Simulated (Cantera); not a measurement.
Standard-state values (1 bar) from the NASA 1993 polynomials, evaluated with Cantera. Values are per mole of reaction as written; species without (g) are pure solids or liquids, kept so even where they would boil at 1 bar.

3 TiO2 + H2O(g) ⇌ Ti3O5 + H2O2(g), with ΔH° = 480.6 kJ and ΔS° = 24.1 J/K at 300 K.

Question: How far is the shortcut ΔG° ≈ ΔH°(300 K) − T·ΔS°(300 K) from the full temperature-dependent value at 1098, 1298, 1498, 1698, 1898, 2098, 2298, 2498, 2698, 2898 K?

Answer: 
```csv
T (K),shortcut (kJ),full (kJ),difference (kJ),difference in log10 K,condensed phases
1098,454.1,434.5,19.7,-0.94,"TiO2(rutile), Ti3O5(s)"
1298,449.3,423.2,26.0,-1.05,"TiO2(rutile), Ti3O5(s)"
1498,444.5,411.5,32.9,-1.15,"TiO2(rutile), Ti3O5(s)"
1698,439.6,399.2,40.5,-1.24,"TiO2(rutile), Ti3O5(s)"
1898,434.8,386.1,48.8,-1.34,"TiO2(rutile), Ti3O5(s)"
2098,430.0,368.1,61.9,-1.54,"TiO2(rutile), Ti3O5(l)"
2298,425.2,352.6,72.5,-1.65,"TiO2(l), Ti3O5(l)"
2498,420.3,340.4,79.9,-1.67,"TiO2(l), Ti3O5(l)"
2698,415.5,328.4,87.1,-1.69,"TiO2(l), Ti3O5(l)"
2898,410.7,316.5,94.2,-1.70,"TiO2(l), Ti3O5(l)"
```
The shortcut ignores heat capacities and the phase changes listed.
